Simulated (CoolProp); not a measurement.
Vapour-liquid equilibrium of n-hexane (1) + toluene (2) at 1.13 bar; x and y are mole fractions of (1).

The numbers come from the multi-fluid Helmholtz-energy mixture model, Thol 2019 and Lemmon 2006; pair parameters Bell 2016 in CoolProp.

| x | bubble temperature (°C) | y at the bubble point | dew temperature at overall composition x (°C) | liquid density (mol/L) |
|---|---|---|---|---|
| 0.05 | 109.0 | 0.179 | 113.0 | 8.368 |
| 0.2 | 97.4 | 0.495 | 108.3 | 8.191 |
| 0.35 | 89.9 | ___ | 103.1 | ___ |
| 0.5 | ___ | ___ | 97.2 | ___ |
| 0.65 | 80.2 | 0.850 | 90.5 | 7.552 |
| 0.8 | ___ | 0.918 | 82.9 | 7.343 |
| 0.95 | ___ | 0.980 | 74.8 | ___ |

### Question
Fill in the missing entries.

### Answer

- 0.35, y at the bubble point: 0.662
- 0.35, liquid density (mol/L): 7.984
- 0.5, bubble temperature (°C): 84.5
- 0.5, y at the bubble point: 0.769
- 0.5, liquid density (mol/L): 7.767
- 0.8, bubble temperature (°C): 76.6
- 0.95, bubble temperature (°C): 73.3
- 0.95, liquid density (mol/L): 7.142

No azeotrope shows between x = 0.05 and 0.95.

Pair parameters are fitted to limited data, so mixtures are less certain than the pure fluids.
